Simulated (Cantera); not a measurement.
A perfectly stirred reactor is fed with CH₄ : O₂ : N₂ = 0.013 : 0.0034 : 1 (molar parts), equivalence ratio 7.6, at 1.01 bar; it is held at 1423 K, and followed from long to short residence time.

Detailed kinetics in Cantera: GRI-Mech 3.0 (53 species, 325 reactions). GRI-Mech 3.0 stops at C3 and has no aromatics, soot or wall deposition, so with more carbon than oxygen in the feed, carbon stays in small species such as C2H2 where larger ones or solid carbon would form.

Q: What does this change do: temperature 1423 to 1525 K?

A: 
| quantity | before | after |
|---|---|---|
| x(CH₄) at τ = 21.0 s | 0.00412 | 0.00175 |
| x(O₂) at τ = 21.0 s | 4.30e-5 | 8.52e-6 |
| x(OH) at τ = 21.0 s | 5.36e-9 | 1.72e-8 |
| x(H₂O₂) at τ = 21.0 s | 1.38e-11 | 3.45e-12 |
| x(H₂O) at τ = 21.0 s | 0.00345 | 0.00276 |
| x(CH₄) at τ = 0.200 s | 0.00993 | 0.00641 |
| x(O₂) at τ = 0.200 s | 0.00198 | 0.000594 |
| x(OH) at τ = 0.200 s | 2.47e-8 | 6.90e-8 |
| x(H₂O₂) at τ = 0.200 s | 2.94e-10 | 1.11e-10 |
| x(H₂O) at τ = 0.200 s | 0.00166 | 0.00317 |

Q: What does this change do: CH4 0.013 to 0.11 parts?

A: 
```json
[
 {"quantity": "x(CH₄) at τ = 21.0 s", "before": "0.00412", "after": "0.0348"},
 {"quantity": "x(O₂) at τ = 21.0 s", "before": "4.30e-5", "after": "1.30e-5"},
 {"quantity": "x(OH) at τ = 21.0 s", "before": "5.36e-9", "after": "8.75e-10"},
 {"quantity": "x(H₂O₂) at τ = 21.0 s", "before": "1.38e-11", "after": "4.47e-11"},
 {"quantity": "x(H₂O) at τ = 21.0 s", "before": "0.00345", "after": "0.00230"},
 {"quantity": "x(CH₄) at τ = 0.200 s", "before": "0.00993", "after": "0.0921"},
 {"quantity": "x(O₂) at τ = 0.200 s", "before": "0.00198", "after": "0.00193"},
 {"quantity": "x(OH) at τ = 0.200 s", "before": "2.47e-8", "after": "2.68e-9"},
 {"quantity": "x(H₂O₂) at τ = 0.200 s", "before": "2.94e-10", "after": "1.86e-9"},
 {"quantity": "x(H₂O) at τ = 0.200 s", "before": "0.00166", "after": "0.00128"}
]
```
